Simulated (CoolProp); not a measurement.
Dimethyl carbonate along the isobar 6.53 MPa: Z from the reference equation and from simpler models built on Tc = 557.0 K, pc = 4.909 MPa, ω = 0.346; each cubic takes its own stable root.

Model: reference Helmholtz-energy equation of state, Zhou 2011, in CoolProp.

```
T (K)   phase   reference  van der Waals  Soave-Redlich-Kwong
-----  ------  ----------  -------------  -------------------
383.8  liquid      0.1930         0.3219               0.2149
395.6  liquid      0.1906         0.3169               0.2123
407.3  liquid  (withheld)         0.3126               0.2101
419.1  liquid      0.1868         0.3087               0.2084
430.9  liquid  (withheld)         0.3054               0.2072
442.6  liquid      0.1843         0.3027               0.2066
454.4  liquid      0.1836     (withheld)               0.2066
466.2  liquid      0.1834         0.2992               0.2073
478    liquid      0.1835         0.2984               0.2087
489.7  liquid      0.1842         0.2983               0.2111
501.5  liquid      0.1856         0.2992               0.2147
513.3  liquid  (withheld)     (withheld)               0.2198
525.1  liquid      0.1916         0.3042               0.2270
536.8  liquid      0.1972         0.3090               0.2372
```

Question: Fill in the missing entries.

Answer: 
- 407.3, reference: 0.1885
- 430.9, reference: 0.1854
- 454.4, van der Waals: 0.3006
- 513.3, reference: 0.1880
- 513.3, van der Waals: 0.3010
